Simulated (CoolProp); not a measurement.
A single-stage vapour-compression cycle with R21: evaporating at 243.15 K (dew point), condensing at 277.15 K (bubble point), superheat 0 K, subcooling 0 K, compressor efficiency 0.65, no pressure losses. Each further row changes one setting.

Model: reference Helmholtz-energy equation of state, Platzer 1990, in CoolProp. This equation is an older, rougher fit; its heat capacities, sound speeds and derivatives of the liquid may be far off and weren't checked against measurements.

```
case                              cooling COP  pressure ratio  discharge temperature (K)  refrigerating effect (kJ/kg)  volumetric capacity (kJ/m³)
--------------------------------  -----------  --------------  -------------------------  ----------------------------  ---------------------------
as stated                                4.20            4.95                      336.2                           225                          196
evaporating temperature 248.15 K         5.10            3.79                      326.0                           228                          254
condensing temperature 272.15 K          5.00            4.03                      323.8                           230                          200
subcooling 5 K                           4.29            4.95                      336.2                           230                          200
superheat 10 K                           4.13            4.95                      348.1                           231                          192
compressor efficiency 0.55               3.55            4.95                      351.3                           225                          196
```
